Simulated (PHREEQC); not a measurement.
Consider water at 49 °C with 11 mmol/kgw HF, 5.8 mmol/kgw NaF, 2.1 mmol/kgw H2SiF6 and 1.6 mmol/kgw H2SO4. Closed to the air; pH follows from the charge balance.

Computed with PHREEQC (ion-association model, wateq4f.dat).

This is a speciation only: nothing precipitates in the calculation.

Q: What pH, ionic strength does the model give?

A: pH 2.51; ionic strength 0.0125 mol/kgw.

Q: In which forms is F present?

A: HF 48 %, SiF6-2 43 %, F- 7.3 %, H2F2 1.4 %, HF2- 0.9 % of the F.

Species that the database lacks are ignored. At this temperature some constants are extrapolated from 25 °C, and those without enthalpy data are left unchanged. SiF6-2 is the database's only silicon fluoride.
